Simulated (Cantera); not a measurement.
## Diamond growth

A diamond (100) surface in a fixed gas of H2 with x(CH4) = 0.003, x(H) = 0.0057, at 1375 K, 61.5 Torr; coverages are run to steady state.

Cantera simulation using the Harris–Goodwin 1993 mechanism for the reconstructed diamond (100) surface; the numbers are that mechanism's predictions, not measurements.

```json
[
 {"x(CH3)": "1e-06", "growth (µm/h)": "0.0194", "θ c6HH": "0.350", "θ c6H*": "0.0568", "θ c6*H": "0.539", "θ c6**": "0.0545", "θ c6HM": "9.41e-7"},
 {"x(CH3)": "2.3e-06", "growth (µm/h)": "0.0445", "θ c6HH": "0.350", "θ c6H*": "0.0568", "θ c6*H": "0.539", "θ c6**": "0.0545", "θ c6HM": "2.16e-6"},
 {"x(CH3)": "5.2e-06", "growth (µm/h)": "0.101", "θ c6HH": "0.350", "θ c6H*": "0.0568", "θ c6*H": "0.539", "θ c6**": "0.0544", "θ c6HM": "4.89e-6"},
 {"x(CH3)": "1.2e-05", "growth (µm/h)": "0.232", "θ c6HH": "0.350", "θ c6H*": "0.0568", "θ c6*H": "0.539", "θ c6**": "0.0544", "θ c6HM": "1.13e-5"},
 {"x(CH3)": "2.7e-05", "growth (µm/h)": "0.522", "θ c6HH": "0.350", "θ c6H*": "0.0568", "θ c6*H": "0.539", "θ c6**": "0.0544", "θ c6HM": "2.54e-5"},
 {"x(CH3)": "6.1e-05", "growth (µm/h)": "1.18", "θ c6HH": "0.350", "θ c6H*": "0.0568", "θ c6*H": "0.538", "θ c6**": "0.0543", "θ c6HM": "5.73e-5"},
 {"x(CH3)": "0.00014", "growth (µm/h)": "2.70", "θ c6HH": "0.350", "θ c6H*": "0.0568", "θ c6*H": "0.538", "θ c6**": "0.0542", "θ c6HM": "0.000131"},
 {"x(CH3)": "0.00032", "growth (µm/h)": "6.13", "θ c6HH": "0.350", "θ c6H*": "0.0568", "θ c6*H": "0.538", "θ c6**": "0.0538", "θ c6HM": "0.000299"},
 {"x(CH3)": "0.00072", "growth (µm/h)": "13.6", "θ c6HH": "0.350", "θ c6H*": "0.0567", "θ c6*H": "0.537", "θ c6**": "0.0530", "θ c6HM": "0.000669"}
]
```
θ: site fractions in the mechanism's names (c6HH fully hydrogenated, c6H* and c6*H radical sites, c6** diradical, c6HM methylated).
